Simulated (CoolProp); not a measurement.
1-butene along the isotherm 461.4 K: Z from the reference equation and from simpler models built on Tc = 419.3 K, pc = 4006 kPa, ω = 0.192; each cubic takes its own stable root.

Values from CoolProp's reference Helmholtz-energy equation of state, Lemmon 2005. It is a short technical equation, of lower accuracy than the large ones.

| p (kPa) | phase | reference |
|---|---|---|
| 63.3 | gas | 0.9960 |
| 113 | gas | 0.9928 |
| 200 | gas | 0.9872 |
| 356 | gas | 0.9771 |
| 633 | gas | 0.9589 |
| 1130 | gas | 0.9251 |
| 2000 | gas | 0.8623 |
| 3560 | gas | 0.7351 |
| 6330 | supercritical | 0.4634 |
| 11300 | supercritical | 0.4499 |
| 20000 | supercritical | 0.6705 |

**Question.** How far does each simpler model (van der Waals, Soave-Redlich-Kwong, Peng-Robinson) lie from the reference over these 11 states: mean and median of the absolute difference, and the worst?

**Answer.** 
- van der Waals: mean 5.8 %, median 0.5 %, worst +29.9 % at 461.4 K and 20000 kPa
- Soave-Redlich-Kwong: mean 3.1 %, median 0.3 %, worst +13.7 % at 461.4 K and 11300 kPa
- Peng-Robinson: mean 1.2 %, median 0.8 %, worst +3.9 % at 461.4 K and 11300 kPa
